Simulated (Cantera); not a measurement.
**FeS + H2 + H2O (hydrogen reduction and annealing atmospheres)**

Charge: 1 mol FeS, 640 mol H2, 0.073 mol H2O, equilibrated at 1423 K and 0.00350 bar.

Cantera equilibrium calculation (NASA polynomials, part measured and part estimated; ideal gas, pure solids and liquids). Candidate condensed phases: Fe, FeO, Fe(OH)2, Fe(OH)3, FeS, FeSO4, FeS2, Fe2O3, Fe2(SO4)3, Fe3O4, H2O, H2SO4, S; 22 gas species. Kinetics and transport are ignored.

```json
{
 "x(H2)": "0.998",
 "x(H2S)": "0.00146",
 "x(H2O)": "0.000114",
 "x(H)": "0.000112",
 "x(SH)": "5.40e-5",
 "x(S2)": "2.12e-5",
 "x(Fe)": "7.62e-6",
 "x(S)": "1.24e-6",
 "n(Fe(γ))": "0.995 mol",
 "gas_amount": "640.1 mol",
 "log10 activity of S(l) (absent)": "-4.69",
 "log10 activity of Fe(OH)2(s) (absent)": "-15.42",
 "log10 activity of Fe(OH)3(s) (absent)": "-25.45"
}
```
